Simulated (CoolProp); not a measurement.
A simple Rankine cycle with R245ca: condensing at 290.15 K, boiler at 0.483 MPa, turbine inlet 449 K, turbine efficiency 0.7, pump efficiency 0.6, no recuperator. Each further row changes one setting.

Values from CoolProp's reference Helmholtz-energy equation of state, Zhou 2016.

| case | thermal efficiency (%) | net work (kJ/kg) | heat in (kJ/kg) | turbine exit temperature (K) | volume ratio over the turbine |
|---|---|---|---|---|---|
| as stated | 9.1 | 33.7 | 369 | 415.9 | 6.37 |
| condensing temperature 282.15 K | 10.4 | 39.5 | 380 | 410.4 | 8.87 |
| boiler pressure 0.338 MPa | 7.5 | 27.8 | 371 | 422.4 | 4.47 |
| turbine efficiency 0.6 | 7.8 | 28.8 | 369 | 420.2 | 6.44 |
